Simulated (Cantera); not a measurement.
A freely propagating, adiabatic, planar premixed flame of CH₃OH : O₂ : N₂ = 1 : 1.15 : 5.19 (molar parts), equivalence ratio 1.3, unburnt at 425 K and 0.110 bar; mixture-averaged transport, grid criteria slope 0.08 and curve 0.16, no radiation.

Cantera simulation using GRI-Mech 3.0 (53 species, 325 reactions); the numbers are that mechanism's predictions, not measurements. GRI-Mech 3.0 was tuned for natural gas; its chemistry of methanol as a main component is partial and can be far from experiment. Burning velocities carry a grid error of a few per cent, more on coarse grids.

x: mole fraction of selected species; z is measured from the peak of heat release.

```
z (mm)  T (K)  u (m/s)  x CH₃OH     x O₂     x NO    x HCN     x H₂    x H₂O₂
------  -----  -------  -------  -------  -------  -------  -------  --------
-6.46     425    0.900    0.136    0.156    <1e-8    <1e-8  0.00382   7.71e-7
-4.31     428    0.911    0.135    0.155    <1e-8    <1e-8  0.00897   6.14e-6
-3.23     440    0.942    0.134    0.153    <1e-8    <1e-8      ___       ___
-2.15     519     1.13    0.128    0.146    <1e-8  1.01e-8   0.0270  0.000209
-1.08     890     2.02   0.0939    0.115  1.18e-7  8.97e-8   0.0442   0.00110
-0.539   1249     2.93   0.0515   0.0828  3.93e-7  2.05e-7   0.0530   0.00151
0        1596     3.87  0.00896   0.0500  8.69e-7  4.03e-7   0.0567  0.000227
0.539    1714     4.19      ___      ___      ___      ___      ___       ___
1.08     1740     4.24  1.07e-6   0.0177  1.70e-6  3.98e-7   0.0401   6.58e-8
2.15     1763     4.27    <1e-8  0.00850  2.16e-6  1.76e-7   0.0364   6.56e-8
4.31     1783     4.30    <1e-8  0.00557  2.73e-6  3.57e-8   0.0379   5.83e-8
8.62     1804     4.34    <1e-8  0.00475  3.53e-6    <1e-8   0.0388   5.05e-8
17.2     1833     4.40    <1e-8  0.00408  4.84e-6    <1e-8   0.0384   4.15e-8
```

Fill in the missing entries.


- -3.23, x H₂: 0.0153
- -3.23, x H₂O₂: 3.09e-5
- 0.539, x CH₃OH: 0.000214
- 0.539, x O₂: 0.0299
- 0.539, x NO: 1.34e-6
- 0.539, x HCN: 5.19e-7
- 0.539, x H₂: 0.0480
- 0.539, x H₂O₂: 1.00e-6
